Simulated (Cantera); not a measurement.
Charge: 1 mol SiH2Cl2, 0.83 mol H2O, 150 mol N2, 1.8 mol O3, equilibrated at 1575 K and 0.100 bar.

These are equilibrium values from Cantera (NASA tables, ideal gas, pure condensed phases), not measurements of a reactor. Candidate condensed phases: H2O, NH4Cl, Si, SiO2, Si2N2O, Si3N4; 47 gas species. The tables hold silica as quartz up to 1696 K and as liquid above; real silica turns to tridymite and cristobalite and melts near 1996 K. Equilibrium is a limit: real reactors are often held back by kinetics, nucleation or transport.

Base state: N2 0.970, HCl 0.0116, O2 0.0104, H2O 0.00601, Cl 0.00127, NO 0.000429, OH 3.00e-5, Cl2 1.81e-5 (mole fractions); condensed: SiO2(β-quartz).

Task: What changes in the equilibrium state with this change: temperature from 1575 K to 1298.15 K?

Result: 
```json
[
 {"species": "N2", "before": "0.970", "after": "0.971"},
 {"species": "HCl", "before": "0.0116", "after": "0.0125"},
 {"species": "O2", "before": "0.0104", "after": "0.0108"},
 {"species": "Cl", "before": "0.00127", "after": "0.000301"},
 {"species": "OH", "before": "3.00e-5", "after": "2.06e-6"},
 {"species": "NO", "before": "0.000429", "after": "9.86e-5"},
 {"species": "Cl2", "before": "1.81e-5", "after": "6.08e-5"},
 {"species": "SiO2(β-quartz), mol", "before": "1.00", "after": "1.00"}
]
```

Task: What changes in the equilibrium state with this change: O3 from 1.8 to 0.7 mol?

Result: 
| species | before | after |
|---|---|---|
| N2 | 0.970 | 0.981 |
| HCl | 0.0116 | 0.0126 |
| H2O | 0.00601 | 0.00567 |
| O2 | 0.0104 | 0.000172 |
| NO | 0.000429 | 5.54e-5 |
| Cl2 | 1.81e-5 | 2.86e-6 |
| OH | 3.00e-5 | 1.04e-5 |
| SiO2(β-quartz), mol | 1.00 | 1.00 |
